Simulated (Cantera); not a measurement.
Feed: 1 mol HCl, 0.1 mol O₂, 0.068 mol H₂, equilibrated at 1550 °C and 0.150 bar.

These are equilibrium values from Cantera (NASA tables, ideal gas, pure condensed phases), not measurements of a reactor. Candidate condensed phases: H₂O; 14 gas species. Kinetics and transport are ignored.

Base state: HCl 0.786, H₂O 0.1000, Cl 0.0706, O₂ 0.0364, Cl₂ 0.00606, OH 0.000820, ClO 9.10e-5, H₂ 9.01e-5 (mole fractions); condensed: gas only.

Problem. What changes in the equilibrium state with this change: temperature from 1550 °C to 602 °C?

Solution. 
```
species    before    after
-------  --------  -------
HCl         0.786    0.719
H₂O        0.1000    0.168
Cl₂       0.00606    0.105
Cl         0.0706  3.85e-5
O₂         0.0364  0.00889
OH       0.000820  6.66e-9
H₂        9.01e-5    <1e-9
O         7.43e-5    <1e-9
H         1.06e-5    <1e-9
ClO       9.10e-5  1.28e-7
```
